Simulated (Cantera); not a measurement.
Feed: 1 mol NF3, 0.053 mol H2, 0.21 mol N2, equilibrated at 0.133 bar.

Equilibrium computed with Cantera from the NASA thermochemical tables; the gas is ideal and each condensed phase is pure. The numbers say what is thermodynamically allowed, not how fast it happens. All values below are at 2150 K.

Base state: F 0.780, N2 0.191, HF 0.0286, F2 0.000186 (mole fractions); condensed: gas only.

Question: What changes in the equilibrium state with this change: NF3 replaced by HBr?

Answer: 
| species | before | after |
|---|---|---|
| HBr | 0 | 0.454 |
| Br | 0 | 0.240 |
| H2 | <1e-9 | 0.155 |
| F | 0.780 | 0 |
| HF | 0.0286 | 0 |
| N2 | 0.191 | 0.146 |
| H | 3.54e-9 | 0.00455 |
| Br2 | 0 | 0.000659 |
| F2 | 0.000186 | 0 |
Further candidate phases: Br2.
